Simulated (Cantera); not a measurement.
Thermodynamics of carbon deposition, reforming and gasification, feed C3H8 + O2

Feed: 1 mol C3H8, a varied amount of O2, equilibrated at 973 K and 233 Torr.

These are equilibrium values from Cantera (NASA tables, ideal gas, pure condensed phases), not measurements of a reactor. Candidate condensed phases: C, C6H6, C7H8, C8H18, H2O; 110 gas species. Kinetics and transport are ignored.

From 0.015 mol O2 to 0.6 mol O2 the condensed part is C(graphite). The main C-bearing gas is CH4 at 0.015 mol O2 and CO at 0.6 mol O2. The share of C in condensed phases is highest at 0.015 mol O2 (94.4 %) and lowest at 0.6 mol O2 (62.8 %).

```csv
n(O2) (mol),x H2,x CO,x CH4,x H2O,x CO2,x C2H6,n C(graphite)
0.015,0.956,0.00650,0.0364,0.00120,1.31e-5,1.92e-7,2.83
0.022,0.953,0.00949,0.0361,0.00174,2.80e-5,1.90e-7,2.82
0.032,0.948,0.0137,0.0358,0.00251,5.86e-5,1.87e-7,2.81
0.046,0.941,0.0196,0.0353,0.00355,0.000119,1.83e-7,2.78
0.066,0.932,0.0278,0.0346,0.00499,0.000239,1.78e-7,2.75
0.096,0.919,0.0397,0.0337,0.00703,0.000490,1.70e-7,2.70
0.14,0.900,0.0565,0.0323,0.00980,0.000991,1.60e-7,2.63
0.2,0.876,0.0781,0.0306,0.0132,0.00190,1.48e-7,2.53
0.29,0.842,0.108,0.0283,0.0176,0.00363,1.31e-7,2.39
0.42,0.798,0.147,0.0254,0.0226,0.00672,1.12e-7,2.18
0.6,0.745,0.194,0.0221,0.0278,0.0117,9.06e-8,1.89
```
x: gas mole fraction; n: condensed amount in mol.
